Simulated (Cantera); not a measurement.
Standard-state values (1 bar) from the NASA 1993 polynomials, evaluated with Cantera. Values are per mole of reaction as written; species without (g) are pure solids or liquids, kept so even where they would boil at 1 bar.

2 MgO + 2 F2(g) → 2 MgF2 + O2(g), with ΔH° = -1046.0 kJ and ΔS° = -139.7 J/K at 300 K.

**Question.** How far is the shortcut ΔG° ≈ ΔH°(300 K) − T·ΔS°(300 K) from the full temperature-dependent value at 1900, 2000, 2100, 2200, 2300, 2400 K?

**Answer.** 
```
T (K)  shortcut (kJ)  full (kJ)  difference (kJ)  difference in log10 K  condensed phases
-----  -------------  ---------  ---------------  ---------------------  ----------------
1900          -780.5     -842.5             62.0                  -1.70   MgO(s), MgF2(l)
2000          -766.5     -840.0             73.5                  -1.92   MgO(s), MgF2(l)
2100          -752.6     -837.8             85.2                  -2.12   MgO(s), MgF2(l)
2200          -738.6     -835.7             97.1                  -2.30   MgO(s), MgF2(l)
2300          -724.6     -833.8            109.1                  -2.48   MgO(s), MgF2(l)
2400          -710.7     -832.0            121.4                  -2.64   MgO(s), MgF2(l)
```
The shortcut ignores heat capacities and the phase changes listed.
